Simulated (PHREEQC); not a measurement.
A solution holds 0.11 mol CdSO4, 1.2 mol NaCl and 0.17 mol HCl per kg of water, at 25 °C. Closed to the air; pH follows from the charge balance.

All values are PHREEQC results (ion-association model, phreeqc.dat), not measurements.

No solid was allowed to form.

What pH, density, activity of water does the model give?

pH 1.04; density 1.065 g/cm³; activity of water 0.955.

In which forms is Cd present?

CdCl2 44 %, CdCl3- 30 %, CdCl+ 25 %, Cd+2 0.6 % of the Cd.

The ionic strength is past about 0.7 mol/kgw, beyond the range of this activity model, so the values are rough. Complexes and solids missing from the database can't appear.
